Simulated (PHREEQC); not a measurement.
Consider water at 25 °C with 0.035 mol Fe2(SO4)3 per kg of water. Closed to the air; pH follows from the charge balance.

All values are PHREEQC results (ion-association model, phreeqc.dat), not measurements.

```json
[
 {"quantity": "pH", "before": "2.60", "after": "1.65"},
 {"quantity": "FeOH+2 (mol/kgw)", "before": "0.00251", "after": "0.000507"},
 {"quantity": "Fe+3 (mol/kgw)", "before": "0.00212", "after": "0.00392"},
 {"quantity": "Fe2(OH)2+4 (mol/kgw)", "before": "0.00138", "after": "6.08e-5"},
 {"quantity": "Fe3(OH)4+5 (mol/kgw)", "before": "0.000356", "after": "3.68e-7"},
 {"quantity": "SI of Fe(OH)3(a) (Fe(OH)3)", "before": "-0.55", "after": "-3.18"},
 {"quantity": "SI of Goethite (FeOOH)", "before": "+5.34", "after": "+2.71"}
]
```

Problem. Name the change that produced these shifts.
A. 0.051 mol/kgw HCl added
B. 0.00043 mol/kgw TMAH added
C. diluted 100-fold with water
D. Fe2(SO4)3 from 0.035 to 0.0525 mol/kgw
E. Fe2(SO4)3 from 0.035 to 0.0035 mol/kgw

Solution. A, 0.051 mol/kgw HCl added

No solid was allowed to form. Some of these states are supersaturated (in Hematite (slow to form), Goethite (slow to form), for instance).
